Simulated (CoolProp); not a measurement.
Vapour-liquid equilibrium of R134a (1) + isobutane (2) at 188 kPa; x and y are mole fractions of (1).

Model: multi-fluid Helmholtz-energy mixture model, Tillner-Roth 1994 and Bücker 2006; pair parameters Bell 2016, in CoolProp.

| x | bubble temperature (°C) | y at the bubble point | dew temperature at overall composition x (°C) | liquid density (mol/L) |
|---|---|---|---|---|
| 0.05 | -3.4 | 0.283 | 3.8 | 10.12 |
| 0.15 | -11.8 | 0.509 | 0.8 | 10.43 |
| 0.25 | -15.0 | 0.590 | -2.3 | 10.67 |
| 0.35 | -16.2 | 0.625 | -5.8 | 10.90 |
| 0.45 | -16.7 | 0.643 | -9.5 | 11.15 |
| 0.55 | -16.9 | 0.654 | -13.4 | 11.42 |
| 0.65 | -17.0 | 0.667 | -16.9 | 11.73 |
| 0.75 | -17.0 | 0.691 | -16.2 | 12.09 |
| 0.85 | -16.3 | 0.742 | -14.5 | 12.48 |
| 0.95 | -14.1 | 0.869 | -12.6 | 12.88 |

y crosses x between x = 0.65 and 0.75: the model has an azeotrope there.

The pair parameters rest on a limited set of measurements; away from them the model extrapolates. With so large a gap from Raoult's law the liquid may split in two, which this calculation doesn't test in full.
